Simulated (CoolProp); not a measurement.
Methane along the isotherm 297.4 K: density (kg/m³) from the reference equation and from simpler models built on Tc = 190.6 K, pc = 4599 kPa, ω = 0.011; each cubic takes its own stable root.

The numbers come from the reference Helmholtz-energy equation of state, Setzmann 1991 in CoolProp.

```tsv
p (kPa)	phase	reference	ideal gas	van der Waals	Soave-Redlich-Kwong
431	gas	2.817	2.796	2.821	2.817
862	gas	5.678	5.593	5.692	5.676
1290	gas	8.561	8.369	8.595	8.556
1720	gas	11.50	11.16	11.57	11.49
2160	gas	14.55	14.01	14.66	14.54
2590	gas	17.58	16.80	17.74	17.56
3020	gas	20.66	19.59	20.89	20.62
3450	gas	23.78	22.38	24.09	23.72
3880	gas	26.94	25.17	27.35	26.86
4310	gas	30.15	27.96	30.67	30.04
4740	supercritical	33.40	30.75	34.06	33.26
5170	supercritical	36.70	33.54	37.51	36.52
5610	supercritical	40.11	36.40	41.11	39.88
6040	supercritical	43.50	39.19	44.69	43.21
6470	supercritical	46.92	41.98	48.33	46.56
6900	supercritical	50.38	44.77	52.04	49.95
```
